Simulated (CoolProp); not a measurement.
Properties of R115 along the isobar 0.101 MPa (Tc = 353.1 K, pc = 3.129 MPa, ω = 0.248).

Values from CoolProp's reference Helmholtz-energy equation of state, Lemmon 2016.

```tsv
T (K)	phase	density (kg/m³)	cv (kJ/(kg K))	fugacity coefficient
196.6	liquid	1672	0.5828	0.1291
239.9	gas	8.137	0.5869	0.9633
283.3	gas	6.771	0.6421	0.9786
326.6	gas	5.825	0.6987	0.9865
370	gas	5.118	0.7507	0.9910
413.3	gas	4.568	0.7965	0.9938
456.7	gas	4.126	0.8362	0.9957
500	gas	3.764	0.8700	0.9970
```
